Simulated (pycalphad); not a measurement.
An equivalent pycalphad script:

```python
from pycalphad import Database, equilibrium, calculate, variables as v
import numpy as np
db = Database('COST507.tdb')
comps = ['MG', 'SI', 'AL', 'VA']
phases = ['ALMG_BETA', 'ALMG_EPS', 'ALMG_GAMMA', 'DIAMOND_A4', 'FCC_A1', 'HCP_A3', 'LIQUID', 'MG2SI']
eq = equilibrium(db, comps, phases, {v.X('SI'): 0.0071, v.X('AL'): 0.036, v.T: np.arange(1650, 349, -50), v.P: 101325, v.N: 1}, output=['HM', 'SM'])
```

Computed with pycalphad from the COST 507 light-alloy database (1999), at 1 atm. No gas phase is included, though pure Mg would boil below 1377 °C. The database dates from 1999; later assessments differ in places, in temperatures and in the compounds included. Amounts are mole fractions of atoms. Kinetics are ignored, which matters at the lower temperatures.

Results at three of the temperatures:

```
T = 1300.00 K, P = 101325 Pa, N = 1 mol of atoms
G = -73198 J/mol, H = 38640 J/mol, S = 86.03 J/(mol K)  (SER reference)
chemical potentials (J/mol): Mg -71773, Si -129545, Al -99957
phase             fraction      x(Mg)      x(Si)      x(Al)
LIQUID              1.0000     0.9569     0.0071     0.0360
```

```
T = 1050.00 K, P = 101325 Pa, N = 1 mol of atoms
G = -52570 J/mol, H = 30100 J/mol, S = 78.73 J/(mol K)  (SER reference)
chemical potentials (J/mol): Mg -51324, Si -101876, Al -75958
phase             fraction      x(Mg)      x(Si)      x(Al)
LIQUID              1.0000     0.9569     0.0071     0.0360
```

```
T = 800.00 K, P = 101325 Pa, N = 1 mol of atoms
G = -34708 J/mol, H = 13713 J/mol, S = 60.53 J/(mol K)  (SER reference)
chemical potentials (J/mol): Mg -33987, Si -78210, Al -45286
phase             fraction      x(Mg)      x(Si)      x(Al)
HCP_A3              0.9787     0.9632   4.01e-06     0.0368
MG2SI               0.0213     0.6667     0.3333       none
```

Changes of the phase set, refined by bisection:

```csv
T (°C),phases above,phases below
623.5,liquid,hcp + liquid
612.2,hcp + liquid,hcp + liquid + MG2SI
566.9,hcp + liquid + MG2SI,hcp + MG2SI
235.4,hcp + MG2SI,ALMG_GAMMA + hcp + MG2SI
```

Database names, with the compositions (at.%) that they take in these runs: MG2SI: Mg 67 Si 33; ALMG_GAMMA: Mg 59 Al 41. HCP_A3 is hcp. An entry "none" or "no" means that the model of the phase leaves that element out.
